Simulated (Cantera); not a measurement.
An isothermal, constant-pressure homogeneous reactor starts with C2H4 : H2 = 1 : 47 (molar parts), at 1773 K and 34000 Pa. Integrator tolerance rtol = 1e-08.

Cantera simulation using GRI-Mech 3.0 (53 species, 325 reactions); the numbers are that mechanism's predictions, not measurements. GRI-Mech 3.0 was tuned for natural gas; its chemistry of ethylene as a main component is partial and can be far from experiment. GRI-Mech 3.0 stops at C3 and has no aromatics, soot or wall deposition, so with more carbon than oxygen in the feed, carbon stays in small species such as C2H2 where larger ones or solid carbon would form.

```tsv
quantity	before	after
x(C2H4) at 3.00 s	0.000174 (gas-phase equilibrium 0.000174)	0.00355 (gas-phase equilibrium 0.000301)
x(H2) at 3.00 s	0.977 (gas-phase equilibrium 0.977)	0.969 (gas-phase equilibrium 0.958)
x(CH4) at 3.00 s	0.00317 (gas-phase equilibrium 0.00318)	0.0194 (gas-phase equilibrium 0.0406)
x(H) at 3.00 s	0.000486 (gas-phase equilibrium 0.000486)	1.04e-5 (gas-phase equilibrium 4.03e-6)
x(C2H) at 3.00 s	7.24e-8 (gas-phase equilibrium 7.23e-8)	5.44e-11 (gas-phase equilibrium 1.74e-12)
x(CH2) at 3.00 s	1.74e-8 (gas-phase equilibrium 1.74e-8)	3.05e-11 (gas-phase equilibrium 9.49e-12)
```

**Question.** Name the change that produced these shifts.
A. temperature 1773 to 1598 K
B. temperature 1773 to 1350 K
C. temperature 1773 to 1148 K
D. temperature 1773 to 1675 K

**Answer.** B, temperature 1773 to 1350 K
